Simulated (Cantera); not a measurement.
Cantera run:

```python
import numpy as np
import cantera as ct

gas_names = """
    C CH CH2 CH3 CH2OH CH3O CH4 CH3OH CO CO2 COOH C2 C2H CHCO,ketyl C2H2,acetylene C2H2,vinylidene
    CH2CO,ketene C2H3,vinyl CH3CO,acetyl C2H4 C2H4O,ethylen CH3CHO,ethanal CH3COOH (HCOOH)2 C2H5 C2H6
    CH3OCH3 C2H5OH C2O C3 C3H3,propargyl C3H4,allene C3H4,propyne C3H4,cyclo- C3H5,allyl C3H6,propylene
    C3H6,cyclo- C3H6O C3H7,n-propyl C3H7,i-propyl C3H8 C3H8O,1propanol C3H8O,2propanol C3O2 C4 C4H2
    C4H4,1,3-cyclo- C4H6,butadiene C4H6,2-butyne C4H6,cyclo- C4H8,1-butene C4H8,cis2-buten
    C4H8,tr2-butene C4H8,isobutene C4H8,cyclo- (CH3COOH)2 C4H9,n-butyl C4H9,i-butyl C4H9,s-butyl
    C4H9,t-butyl C4H10,isobutane C4H10,n-butane C5 C5H6,1,3cyclo- C5H8,cyclo- C5H10,1-pentene
    C5H10,cyclo- C5H11,pentyl C5H11,t-pentyl C5H12,n-pentane C5H12,i-pentane CH3C(CH3)2CH3 C6H2
    C6H5,phenyl C6H5O,phenoxy C6H6 C6H5OH,phenol C6H10,cyclo- C6H12,1-hexene C6H12,cyclo- C6H13,n-hexyl
    C7H7,benzyl C7H8 C7H8O,cresol C7H14,1-heptene C7H15,n-heptyl C7H16,n-heptane C8H8,styrene
    C8H10,ethylbenz C8H16,1-octene C8H17,n-octyl C8H18,isooctane C8H18,n-octane C9H19,n-nonyl
    C10H8,naphthale C10H21,n-decyl C12H9,o-bipheny C12H10,bipheny H HCO HO2 H2 HCHO,formaldehy HCOOH H2O
    H2O2 Mg MgH MgO MgOH MgO2H2 Mg2 O OH O2 O3
""".split()
cond_names = """
    C(gr) C6H6(L) C7H8(L) C8H18(L),n-octa H2O(s) H2O(L) Mg(cr) Mg(L) MgCO3(s) MgO(s) MgO(L) MgO2H2(s)
""".split()


def load(file, names, dense=False):
    # The tables refer to 1 bar. Condensed volumes are neglected.
    table = {s.name: s for s in ct.Species.list_from_file(file)}
    out = []
    for n in names:
        d = dict(table[n].input_data)
        d["thermo"] = dict(d["thermo"], **{"reference-pressure": 1e5})
        if dense:
            d["equation-of-state"] = {"model": "constant-volume", "density": "1e6 g/cm^3"}
        out.append(ct.Species.from_dict(d))
    return out


gas = ct.Solution(thermo="ideal-gas", species=load("nasa_gas.yaml", gas_names))
cond = {s.name: ct.Solution(thermo="fixed-stoichiometry", species=[s], name=s.name)
        for s in load("nasa_condensed.yaml", cond_names, dense=True)}
atoms = {
    'Mg(OH)2': {'Mg': 1, 'O': 2, 'H': 2},
    'CO2': {'C': 1, 'O': 2},
    'H2': {'H': 2},
}
top_T = {'C(gr)': 4500}  # K; cautious upper limits of use, not melting points


def equilibrate(T, P, feed):
    n = {}
    for name, mol in feed.items():
        for a, k in atoms[name].items():
            n[a] = n.get(a, 0.0) + k * mol
    gas.TPX = T, P, n
    mass = sum(n.values()) * gas.mean_molecular_weight
    gas.equilibrate("TP")
    valid = [c for c in cond.values() if c.min_temp <= T <= top_T.get(c.name, c.max_temp)]
    mix = ct.Mixture([(gas, mass / gas.mean_molecular_weight)] + [(c, 0.0) for c in valid])
    mix.T, mix.P = T, P
    mix.equilibrate("TP", solver="vcs", rtol=1e-11, max_steps=5000)
    return mix


results = []
feed = {'Mg(OH)2': 1, 'CO2': 0.086, 'H2': 0.44}  # mol
P = 59000  # Pa
for T in [548, 698, 848, 998, 1148, 1298, 1448, 1598, 1748, 1898, 2048, 2198]:
    mix = equilibrate(T, P, feed)
    results.append((T, P, feed, dict(zip(mix.species_names, mix.species_moles))))
    x = sorted(zip(gas.X, gas.species_names), reverse=True)
    print(f"T = {T:g} K  P = {P:g} Pa  gas = {mix.phase_moles(0):.4g} mol")
    print("   x: " + "  ".join(f"{s} {v:.3e}" for v, s in x if v > 1e-06))
    print("   condensed (mol): " + ("  ".join(f"{mix.phase(i).name} {mix.phase_moles(i):.4g}"
          for i in range(1, mix.n_phases) if mix.phase_moles(i) > 1e-12) or "none"))
```

Result:

```
T = 548 K  P = 59000 Pa  gas = 1.359 mol
   x: H2O 8.589e-01  H2 7.779e-02  CH4 6.150e-02  CO2 1.783e-03  CO 2.712e-06
   condensed (mol): MgO(s) 1
T = 698 K  P = 59000 Pa  gas = 1.464 mol
   x: H2O 7.270e-01  H2 2.142e-01  CO2 3.632e-02  CH4 2.132e-02  CO 1.116e-03
   condensed (mol): MgO(s) 1
T = 848 K  P = 59000 Pa  gas = 1.525 mol
   x: H2O 6.633e-01  H2 2.803e-01  CO2 4.929e-02  CO 6.740e-03  CH4 3.685e-04
   condensed (mol): MgO(s) 1
T = 998 K  P = 59000 Pa  gas = 1.526 mol
   x: H2O 6.678e-01  H2 2.758e-01  CO2 4.384e-02  CO 1.251e-02  CH4 5.450e-06
   condensed (mol): MgO(s) 1
T = 1148 K  P = 59000 Pa  gas = 1.526 mol
   x: H2O 6.734e-01  H2 2.702e-01  CO2 3.823e-02  CO 1.813e-02
   condensed (mol): MgO(s) 1
T = 1298 K  P = 59000 Pa  gas = 1.526 mol
   x: H2O 6.782e-01  H2 2.654e-01  CO2 3.341e-02  CO 2.294e-02
   condensed (mol): MgO(s) 1
T = 1448 K  P = 59000 Pa  gas = 1.526 mol
   x: H2O 6.821e-01  H2 2.615e-01  CO2 2.953e-02  CO 2.683e-02  H 6.136e-06
   condensed (mol): MgO(s) 1
T = 1598 K  P = 59000 Pa  gas = 1.526 mol
   x: H2O 6.852e-01  H2 2.584e-01  CO 2.990e-02  CO2 2.645e-02  H 3.523e-05  OH 3.636e-06
   condensed (mol): MgO(s) 1
T = 1748 K  P = 59000 Pa  gas = 1.526 mol
   x: H2O 6.875e-01  H2 2.559e-01  CO 3.232e-02  CO2 2.403e-02  H 1.505e-04  OH 2.359e-05  MgO2H2 2.662e-06
   condensed (mol): MgO(s) 1
T = 1898 K  P = 59000 Pa  gas = 1.526 mol
   x: H2O 6.892e-01  H2 2.538e-01  CO 3.422e-02  CO2 2.212e-02  H 5.127e-04  OH 1.139e-04  MgO2H2 1.143e-05  Mg 2.036e-06  MgOH 1.670e-06
   condensed (mol): MgO(s) 1
T = 2048 K  P = 59000 Pa  gas = 1.527 mol
   x: H2O 6.899e-01  H2 2.518e-01  CO 3.573e-02  CO2 2.058e-02  H 1.463e-03  OH 4.365e-04  MgO2H2 3.945e-05  Mg 1.837e-05  MgOH 1.145e-05  O2 2.151e-06  O 1.831e-06
   condensed (mol): MgO(s) 0.9999
T = 2198 K  P = 59000 Pa  gas = 1.53 mol
   x: H2O 6.890e-01  H2 2.495e-01  CO 3.689e-02  CO2 1.932e-02  H 3.621e-03  OH 1.391e-03  Mg 1.215e-04  MgO2H2 1.142e-04  MgOH 5.979e-05  O2 1.641e-05  O 1.408e-05  MgO 1.203e-06
   condensed (mol): MgO(s) 0.9995
```

Cantera equilibrium calculation (NASA polynomials, part measured and part estimated; ideal gas, pure solids and liquids).
